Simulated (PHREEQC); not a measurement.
0.013 g of hydrous ferric oxide (600 m²/g; 0.2 weak and 0.005 strong sites per Fe, Dzombak-Morel constants, diffuse double layer) in 1 kg of water with 0.001 mol/kgw of an inert sodium salt and 5.2e-05 mmol/kgw Na2SO4 and 0.0012 mmol/kgw MgCl2, at 25 °C; the pH is set by adding NaOH or the inert anion's acid. O2 is buffered at 0.21 atm. CO2 from the air is kept out. Precipitation was switched off in this run.

Equilibrium calculation in PHREEQC: ion-association model, wateq4f.dat.

```json
[
 {"pH": "3", "S sorbed (%)": "100.0", "Mg sorbed (%)": "0.0", "surface charge σ (C/m²)": "0.251", "surface potential ψ (mV)": "234"},
 {"pH": "3.5", "S sorbed (%)": "100.0", "Mg sorbed (%)": "0.0", "surface charge σ (C/m²)": "0.173", "surface potential ψ (mV)": "225"},
 {"pH": "4", "S sorbed (%)": "99.9", "Mg sorbed (%)": "0.0", "surface charge σ (C/m²)": "0.117", "surface potential ψ (mV)": "210"},
 {"pH": "4.5", "S sorbed (%)": "99.7", "Mg sorbed (%)": "0.0", "surface charge σ (C/m²)": "0.078", "surface potential ψ (mV)": "191"},
 {"pH": "5", "S sorbed (%)": "…", "Mg sorbed (%)": "0.0", "surface charge σ (C/m²)": "0.050", "surface potential ψ (mV)": "169"},
 {"pH": "5.5", "S sorbed (%)": "91.1", "Mg sorbed (%)": "0.0", "surface charge σ (C/m²)": "0.031", "surface potential ψ (mV)": "145"},
 {"pH": "6", "S sorbed (%)": "57.9", "Mg sorbed (%)": "0.0", "surface charge σ (C/m²)": "0.019", "surface potential ψ (mV)": "119"},
 {"pH": "6.5", "S sorbed (%)": "14.3", "Mg sorbed (%)": "0.0", "surface charge σ (C/m²)": "0.011", "surface potential ψ (mV)": "92"},
 {"pH": "7", "S sorbed (%)": "1.8", "Mg sorbed (%)": "0.0", "surface charge σ (C/m²)": "…", "surface potential ψ (mV)": "64"},
 {"pH": "7.5", "S sorbed (%)": "0.2", "Mg sorbed (%)": "0.4", "surface charge σ (C/m²)": "0.003", "surface potential ψ (mV)": "35"},
 {"pH": "8", "S sorbed (%)": "0.0", "Mg sorbed (%)": "…", "surface charge σ (C/m²)": "0.000", "surface potential ψ (mV)": "7"},
 {"pH": "8.5", "S sorbed (%)": "0.0", "Mg sorbed (%)": "26.0", "surface charge σ (C/m²)": "-0.002", "surface potential ψ (mV)": "-21"},
 {"pH": "9", "S sorbed (%)": "0.0", "Mg sorbed (%)": "75.3", "surface charge σ (C/m²)": "-0.004", "surface potential ψ (mV)": "-48"}
]
```

Q: What belongs in the gaps?

A: 
- 5, S sorbed (%): 98.5
- 7, surface charge σ (C/m²): 0.006
- 8, Mg sorbed (%): 3.6

The oxide is taken as insoluble; below pH 4 it would dissolve.
